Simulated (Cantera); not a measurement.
**Al + HBr + N₂ (aluminium and copper etching)**

Input: 1 mol Al, 1.6 mol HBr, 1 mol N₂, at 0.0133 bar.

Cantera equilibrium calculation (NASA polynomials, part measured and part estimated; ideal gas, pure solids and liquids). Candidate condensed phases: Al, AlBr₃, AlN, Br₂; 19 gas species. Equilibrium is a limit: real reactors are often held back by kinetics, nucleation or transport.

From 998 K to 1448 K the condensed part is AlN(s). The main Al-bearing gas is AlBr₃ throughout. The share of Al in condensed phases is highest at 998 K (57.7 %) and lowest at 1448 K (55.3 %).

| T (K) | x N₂ | x H₂ | x AlBr₃ | x HBr | x AlBr | x Br | n AlN(s) |
|---|---|---|---|---|---|---|---|
| 998 | 0.339 | 0.302 | 0.201 | 0.158 | 4.26e-9 | 9.22e-6 | 0.577 |
| 1048 | 0.340 | 0.305 | 0.203 | 0.153 | 3.35e-8 | 2.13e-5 | 0.573 |
| 1098 | 0.340 | 0.307 | 0.205 | 0.148 | 2.18e-7 | 4.57e-5 | 0.570 |
| 1148 | 0.341 | 0.309 | 0.206 | 0.144 | 1.20e-6 | 9.17e-5 | 0.568 |
| 1198 | 0.342 | 0.311 | 0.207 | 0.140 | 5.74e-6 | 0.000174 | 0.565 |
| 1248 | 0.342 | 0.312 | 0.208 | 0.137 | 2.41e-5 | 0.000314 | 0.563 |
| 1298 | 0.342 | 0.314 | 0.209 | 0.134 | 9.04e-5 | 0.000541 | 0.561 |
| 1348 | 0.343 | 0.315 | 0.209 | 0.132 | 0.000307 | 0.000896 | 0.559 |
| 1398 | 0.343 | 0.316 | 0.210 | 0.129 | 0.000952 | 0.00143 | 0.557 |
| 1448 | 0.343 | 0.316 | 0.209 | 0.127 | 0.00272 | 0.00222 | 0.553 |
x: gas mole fraction; n: condensed amount in mol.
